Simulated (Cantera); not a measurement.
Input: 1 mol S, 0.26 mol H2, 0.31 mol O2, at 2925 K and 158 Torr.

These are equilibrium values from Cantera (NASA tables, ideal gas, pure condensed phases), not measurements of a reactor. Candidate condensed phases: H2O, H2SO4, S; 19 gas species. The numbers say what is thermodynamically allowed, not how fast it happens.

Base state: SO 0.277, S 0.169, S2 0.147, H2 0.108, SO2 0.0974, H 0.0893, H2O 0.0501, SH 0.0364 (mole fractions); condensed: gas only.

Q: What changes in the equilibrium state with this change: O2 from 0.31 to 0.053 mol?

A: 
```tsv
species	before	after
S2	0.147	0.313
S	0.169	0.246
H2	0.108	0.160
SO	0.277	0.0784
SO2	0.0974	0.00533
OH	0.0130	0.00307
H2O	0.0501	0.0144
SH	0.0364	0.0645
H	0.0893	0.109
O2	0.00123	4.63e-5
O	0.00666	0.00129
```
